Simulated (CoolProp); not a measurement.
Ethanol along the isobar 0.101 MPa: fugacity coefficient from the reference equation and from simpler models built on Tc = 241.6 °C, pc = 6.268 MPa, ω = 0.644; each cubic takes its own stable root.

The numbers come from the reference Helmholtz-energy equation of state, Schroeder 2014 in CoolProp.

```csv
T (°C),phase,reference
-49.75,liquid,0.0001988
-36.45,liquid,0.0007831
-23.05,liquid,0.002652
-9.75,liquid,0.007772
3.65,liquid,0.02043
17.05,liquid,0.04856
30.35,liquid,0.1052
43.75,liquid,0.2122
57.15,liquid,0.4003
70.45,liquid,0.7082
83.85,gas,0.9709
97.25,gas,0.9758
110.55,gas,0.9797
123.95,gas,0.9829
137.25,gas,0.9855
150.65,gas,0.9876
```

Problem. How far does each simpler model (van der Waals, Redlich-Kwong, Soave-Redlich-Kwong, Peng-Robinson) lie from the reference over these 16 states: mean and median of the absolute difference, and the worst?

Solution. 
- van der Waals: mean 30130.5 %, median 255.4 %, worst +306036.8 % at -49.75 °C and 0.101 MPa
- Redlich-Kwong: mean 1430.5 %, median 253.3 %, worst +7767.2 % at -49.75 °C and 0.101 MPa
- Soave-Redlich-Kwong: mean 11.1 %, median 2.1 %, worst -47.2 % at -49.75 °C and 0.101 MPa
- Peng-Robinson: mean 5.2 %, median 2.4 %, worst -25.8 % at -49.75 °C and 0.101 MPa

At some of these states van der Waals, Redlich-Kwong gives the other phase, because its saturation line lies elsewhere.
